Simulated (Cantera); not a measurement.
An adiabatic, constant-volume homogeneous reactor starts with 5.43 % CH4, 0.337 % C2H6, 18.8 % O2, 70.6 % N2, 4.78 % H2O, at 1650 K and 760 Torr.

Detailed kinetics in Cantera: GRI-Mech 3.0 (53 species, 325 reactions).

Problem. Predict: time of steepest temperature rise; temperature at 3.00 s; equilibrium temperature; x(O2) at 3.00 s; x(HCO) at 3.00 s.

Solution. 
```json
{
 "time_of_steepest_temperature_rise": "96.5 µs",
 "temperature at 3.00 s": "2723 K",
 "equilibrium_temperature": "2723 K",
 "x(O2) at 3.00 s": "0.0607 (gas-phase equilibrium 0.0607)",
 "x(HCO) at 3.00 s": "1.09e-8 (gas-phase equilibrium 1.09e-8)"
}
```
